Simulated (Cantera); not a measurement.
An adiabatic, constant-volume homogeneous reactor starts with 13.2 % CH4, 1.25 % CO, 17.9 % O2, 67.6 % N2, equivalence ratio 1.5, at 1400 K and 0.563 atm.

Cantera simulation using GRI-Mech 3.0 (53 species, 325 reactions); the numbers are that mechanism's predictions, not measurements.

Q: Predict: time of steepest temperature rise; temperature at 3.00 s; equilibrium temperature; x(CO) at 3.00 s; x(O2) at 3.00 s; x(H2O) at 3.00 s; x(HCN) at 3.00 s.

A: 
```json
{
 "time_of_steepest_temperature_rise": "6.23 ms",
 "temperature at 3.00 s": "2834 K",
 "equilibrium_temperature": "2834 K",
 "x(CO) at 3.00 s": "0.0996 (gas-phase equilibrium 0.0996)",
 "x(O2) at 3.00 s": "0.00223 (gas-phase equilibrium 0.00223)",
 "x(H2O) at 3.00 s": "0.150 (gas-phase equilibrium 0.150)",
 "x(HCN) at 3.00 s": "2.54e-8 (gas-phase equilibrium 2.54e-8)"
}
```
